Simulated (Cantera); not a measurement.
Carbothermic reduction: SiO₂ + CO

Charge: 1 mol SiO₂, 2.2 mol CO, equilibrated at 1875 K and 290 Pa.

Method: chemical equilibrium by Gibbs-energy minimisation in Cantera with the NASA 1993 tables (ideal gas, pure condensed phases). Candidate condensed phases: C, Si, SiC, SiO₂; 20 gas species. The tables hold silica as quartz up to 1696 K and as liquid above; real silica turns to tridymite and cristobalite and melts near 1996 K. Equilibrium is a limit: real reactors are often held back by kinetics, nucleation or transport.

```
Quantity                                    Value
--------------------------------------  ---------
x(CO)                                       0.947
x(SiO)                                     0.0266
x(CO₂)                                     0.0266
x(SiO₂)                                   8.79e-6
x(O)                                      1.01e-6
n(SiO₂(condensed))                      0.940 mol
gas amount                              2.260 mol
log10 activity of C(graphite) (absent)      -5.32
log10 activity of Si(l) (absent)            -6.19
```
